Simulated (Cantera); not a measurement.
Premixed flame

A freely propagating, adiabatic, planar premixed flame of 12.3 % CH3OH, 18.4 % O2, 69.3 % N2, unburnt at 425 K and 6000 Torr; mixture-averaged transport, grid criteria slope 0.08 and curve 0.16, no radiation.

Computed with Cantera and GRI-Mech 3.0 (53 species, 325 reactions). GRI-Mech 3.0 was tuned for natural gas; its chemistry of methanol as a main component is partial and can be far from experiment. Burning velocities carry a grid error of a few per cent, more on coarse grids.

| z (mm) | T (K) | u (m/s) | x CH3OH | x O2 | x CO | x H2O2 | x HO2 | x HCN |
|---|---|---|---|---|---|---|---|---|
| -0.193 | 426 | 0.412 | 0.123 | 0.184 | 1.89e-5 | 7.33e-7 | 1.57e-7 | <1e-8 |
| -0.129 | 429 | 0.416 | 0.122 | 0.183 | 0.000123 | 4.79e-6 | 1.04e-6 | <1e-8 |
| -0.0964 | 440 | 0.429 | 0.122 | 0.182 | 0.000499 | 1.94e-5 | 4.40e-6 | <1e-8 |
| -0.0643 | 512 | 0.503 | 0.117 | 0.175 | 0.00297 | 0.000114 | 3.10e-5 | <1e-8 |
| -0.0321 | 894 | 0.907 | 0.0872 | 0.140 | 0.0184 | 0.000648 | 0.000305 | 1.77e-8 |
| -0.0161 | 1288 | 1.34 | 0.0479 | 0.102 | 0.0370 | 0.000994 | 0.00108 | 4.03e-8 |
| 0 | 1730 | 1.84 | 0.00456 | 0.0574 | 0.0572 | 7.70e-5 | 0.00109 | 7.71e-8 |
| 0.0161 | 1934 | 2.05 | 8.22e-6 | 0.0326 | 0.0455 | 1.98e-6 | 6.52e-5 | 6.59e-8 |
| 0.0321 | 2039 | 2.15 | 1.77e-8 | 0.0222 | 0.0331 | 1.38e-6 | 3.23e-5 | 2.65e-8 |
| 0.0643 | 2149 | 2.25 | <1e-8 | 0.0150 | 0.0223 | 9.02e-7 | 1.50e-5 | <1e-8 |
| 0.129 | 2237 | 2.33 | <1e-8 | 0.0103 | 0.0157 | 5.58e-7 | 6.44e-6 | <1e-8 |
| 0.257 | 2291 | 2.38 | <1e-8 | 0.00728 | 0.0117 | 3.56e-7 | 3.02e-6 | <1e-8 |
| 0.514 | 2320 | 2.40 | <1e-8 | 0.00557 | 0.00923 | 2.57e-7 | 1.78e-6 | <1e-8 |
x: mole fraction of selected species; z is measured from the peak of heat release.

The laminar burning velocity comes out as 41.1 cm/s. The thermal thickness is 0.0643 mm, the peak x(CO) comes out as 0.0575 and the peak x(H2O2) is 0.000997. The peak x(HO2) comes out as 0.00179 and the peak x(HCN) is 8.59e-8.
